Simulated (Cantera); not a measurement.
Feed: 1 mol Si₃N₄, 1 mol O₂, a varied amount of H₂, held at 1825 °C and 0.00690 Torr.

Method: chemical equilibrium by Gibbs-energy minimisation in Cantera with the NASA 1993 tables (ideal gas, pure condensed phases). Candidate condensed phases: H₂O, Si, SiO₂, Si₂N₂O, Si₃N₄; 35 gas species. Kinetics and transport are ignored.

x: gas mole fraction; nothing condenses.

```csv
n(H₂) (mol),x H,x H₂,x SiO,x N₂,x Si,x SiH
90,0.606,0.357,0.0147,0.0147,(withheld),7.24e-6
130,0.611,0.363,0.0103,0.0103,(withheld),5.12e-6
170,0.614,0.366,0.00792,0.00792,(withheld),3.96e-6
210,0.616,0.368,0.00644,0.00644,(withheld),3.23e-6
250,0.617,0.370,0.00542,0.00542,(withheld),2.72e-6
290,0.618,0.371,0.00469,0.00469,(withheld),2.35e-6
320,0.618,0.371,0.00425,0.00425,(withheld),2.14e-6
360,0.619,0.372,0.00378,0.00378,(withheld),1.90e-6
400,0.619,0.372,0.00341,0.00341,(withheld),1.72e-6
440,0.619,0.373,0.00310,0.00310,(withheld),1.56e-6
480,0.620,0.373,0.00285,0.00285,0.00142,1.44e-6
520,0.620,0.373,0.00263,0.00263,(withheld),1.33e-6
```

### Question
Fill in the missing entries.

### Answer

- 90, x Si: 0.00733
- 130, x Si: 0.00514
- 170, x Si: 0.00396
- 210, x Si: 0.00322
- 250, x Si: 0.00271
- 290, x Si: 0.00234
- 320, x Si: 0.00212
- 360, x Si: 0.00189
- 400, x Si: 0.00170
- 440, x Si: 0.00155
- 520, x Si: 0.00131
